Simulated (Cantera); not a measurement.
Feed: 1 mol CH4, 1.1 mol NH3, 8 mol N2, held at 0.133 bar.

Cantera equilibrium calculation (NASA polynomials, part measured and part estimated; ideal gas, pure solids and liquids). Candidate condensed phases: C, C6H6, C7H8, C8H18; 92 gas species. The numbers say what is thermodynamically allowed, not how fast it happens. All values below are at 2273 K.

Base state: N2 0.687, H2 0.281, HCN 0.0167, H 0.0122, HNC 0.00146, C2H2 (acetylene) 0.00106, CN 2.93e-5, C2N2 1.19e-5 (mole fractions); condensed: C(graphite).

**Question.** What changes in the equilibrium state with this change: CH4 replaced by toluene?

**Answer.** 
```json
[
 {"species": "N2", "before": "0.687", "after": "0.588"},
 {"species": "H2", "before": "0.281", "after": "0.377"},
 {"species": "HCN", "before": "0.0167", "after": "0.0178"},
 {"species": "H", "before": "0.0122", "after": "0.0141"},
 {"species": "C2H2 (acetylene)", "before": "0.00106", "after": "0.00142"},
 {"species": "C2N2", "before": "1.19e-5", "after": "1.02e-5"},
 {"species": "C(graphite), mol", "before": "0.751", "after": "6.68"}
]
```
